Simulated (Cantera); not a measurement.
**Low-pressure radical oxidation in H2/O2**

An isothermal, constant-pressure homogeneous reactor starts with H2 : O2 : N2 = 0.0074 : 1 : 1 (molar parts), at 1300 K and 10.00 Torr.

Cantera simulation using GRI-Mech 3.0 (53 species, 325 reactions); the numbers are that mechanism's predictions, not measurements. Radical loss at walls, strong at low pressure, is not modelled.

| t (s) | x H2 | x O2 | x NO2 | x O | x NO | x OH |
|---|---|---|---|---|---|---|
| 8.00e-6 | 0.00369 | 0.498 | <1e-12 | 5.34e-12 | <1e-12 | 5.33e-12 |
| 4.42e-5 | 0.00369 | 0.498 | <1e-12 | 1.33e-10 | <1e-12 | 1.32e-10 |
| 0.000245 | 0.00369 | 0.498 | <1e-12 | 1.95e-9 | <1e-12 | 1.86e-9 |
| 0.00135 | 0.00369 | 0.498 | <1e-12 | 2.51e-8 | <1e-12 | 2.09e-8 |
| 0.00748 | 0.00367 | 0.498 | <1e-12 | 1.17e-5 | <1e-12 | 9.03e-6 |
| 0.0414 | 1.10e-5 | 0.495 | <1e-12 | 0.00318 | 1.68e-9 | 0.000385 |
| 0.229 | 8.70e-6 | 0.495 | 1.48e-12 | 0.00249 | 1.44e-8 | 0.000343 |
| 1.27 | 3.31e-6 | 0.496 | 7.31e-12 | 0.000925 | 5.15e-8 | 0.000212 |
| 7.00 | 3.51e-7 | 0.497 | 2.25e-11 | 9.64e-5 | 8.64e-8 | 6.92e-5 |
x: mole fraction; the columns are a selection and need not sum to one.

Equilibrium at this temperature and pressure: H2 3.96e-9, O2 0.497, NO2 9.35e-7, O 1.09e-6, NO 0.000487, OH 7.38e-6 (gas phase only).
